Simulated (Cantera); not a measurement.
**Thermodynamics of silicon carbide growth, feed SiH2Cl2 + C2H2 + H2**

Feed: 1 mol SiH2Cl2, 0.48 mol C2H2, 69 mol H2, at 0.200 bar.

Equilibrium computed with Cantera from the NASA thermochemical tables; the gas is ideal and each condensed phase is pure. Candidate condensed phases: C, C6H6, C7H8, C8H18, Si, SiC; 109 gas species. The tables' values for SiCl, SiCl3 are old estimates; treat these amounts as uncertain. Gases not in the tables: Si2H6 and higher silanes. Equilibrium is a limit: real reactors are often held back by kinetics, nucleation or transport.

From 1052 °C to 2152 °C the condensed part is SiC(s). At 2252 °C nothing is condensed. The main Si-bearing gas is SiCl2 at 1052 °C and Si at 2252 °C.

```json
[
 {"T (°C)": "1052", "x H2": "0.973", "x H": "3.61e-6", "x HCl": "0.0267", "x Si": "1.03e-10", "x C2H2 (acetylene)": "1.97e-10", "x Cl": "8.29e-8", "x SiC2": "<1e-12", "x Si2C": "<1e-12", "n SiC(s)": "0.959"},
 {"T (°C)": "1152", "x H2": "0.973", "x H": "1.50e-5", "x HCl": "0.0268", "x Si": "1.89e-9", "x C2H2 (acetylene)": "1.78e-9", "x Cl": "3.39e-7", "x SiC2": "<1e-12", "x Si2C": "1.54e-12", "n SiC(s)": "0.959"},
 {"T (°C)": "1252", "x H2": "0.973", "x H": "5.22e-5", "x HCl": "0.0268", "x Si": "2.15e-8", "x C2H2 (acetylene)": "1.46e-8", "x Cl": "1.15e-6", "x SiC2": "<1e-12", "x Si2C": "3.97e-11", "n SiC(s)": "0.959"},
 {"T (°C)": "1352", "x H2": "0.972", "x H": "0.000156", "x HCl": "0.0268", "x Si": "1.76e-7", "x C2H2 (acetylene)": "9.67e-8", "x Cl": "3.38e-6", "x SiC2": "2.30e-12", "x Si2C": "6.62e-10", "n SiC(s)": "0.959"},
 {"T (°C)": "1452", "x H2": "0.972", "x H": "0.000409", "x HCl": "0.0268", "x Si": "1.12e-6", "x C2H2 (acetylene)": "5.25e-7", "x Cl": "8.75e-6", "x SiC2": "6.04e-11", "x Si2C": "7.81e-9", "n SiC(s)": "0.959"},
 {"T (°C)": "1552", "x H2": "0.972", "x H": "0.000971", "x HCl": "0.0268", "x Si": "5.68e-6", "x C2H2 (acetylene)": "2.43e-6", "x Cl": "2.04e-5", "x SiC2": "1.11e-9", "x Si2C": "6.88e-8", "n SiC(s)": "0.959"},
 {"T (°C)": "1652", "x H2": "0.970", "x H": "0.00211", "x HCl": "0.0268", "x Si": "2.37e-5", "x C2H2 (acetylene)": "1.01e-5", "x Cl": "4.38e-5", "x SiC2": "1.55e-8", "x Si2C": "4.66e-7", "n SiC(s)": "0.957"},
 {"T (°C)": "1752", "x H2": "0.968", "x H": "0.00423", "x HCl": "0.0268", "x Si": "8.19e-5", "x C2H2 (acetylene)": "3.99e-5", "x Cl": "8.71e-5", "x SiC2": "1.73e-7", "x Si2C": "2.49e-6", "n SiC(s)": "0.953"},
 {"T (°C)": "1852", "x H2": "0.964", "x H": "0.00797", "x HCl": "0.0268", "x Si": "0.000247", "x C2H2 (acetylene)": "0.000143", "x Cl": "0.000162", "x SiC2": "1.56e-6", "x Si2C": "1.11e-5", "n SiC(s)": "0.937"},
 {"T (°C)": "1952", "x H2": "0.957", "x H": "0.0142", "x HCl": "0.0266", "x Si": "0.000688", "x C2H2 (acetylene)": "0.000436", "x Cl": "0.000285", "x SiC2": "1.13e-5", "x Si2C": "4.39e-5", "n SiC(s)": "0.891"},
 {"T (°C)": "2052", "x H2": "0.945", "x H": "0.0239", "x HCl": "0.0262", "x Si": "0.00179", "x C2H2 (acetylene)": "0.00115", "x Cl": "0.000476", "x SiC2": "6.68e-5", "x Si2C": "0.000157", "n SiC(s)": "0.770"},
 {"T (°C)": "2152", "x H2": "0.926", "x H": "0.0385", "x HCl": "0.0255", "x Si": "0.00435", "x C2H2 (acetylene)": "0.00271", "x Cl": "0.000755", "x SiC2": "0.000337", "x Si2C": "0.000509", "n SiC(s)": "0.472"},
 {"T (°C)": "2252", "x H2": "0.898", "x H": "0.0594", "x HCl": "0.0247", "x Si": "0.00837", "x C2H2 (acetylene)": "0.00483", "x Cl": "0.00115", "x SiC2": "0.00104", "x Si2C": "0.000986", "n SiC(s)": "0"}
]
```
x: gas mole fraction; n: condensed amount in mol.
